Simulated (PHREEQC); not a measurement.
Brine

Solution (92 °C): 1.2 mol KCl and 0.21 mol MgCl2 per kg of water. Closed to the air; pH follows from the charge balance.

Computed with PHREEQC (Pitzer model, pitzer.dat).

Precipitation was switched off in this run.

### Question
Predict the activity of water, osmotic coefficient, density.

### Answer
activity of water 0.951; osmotic coefficient 0.914; density 1.030 g/cm³.

Away from 25 °C the constants follow the database's enthalpies or fits; those with neither stay at their 25 °C values.
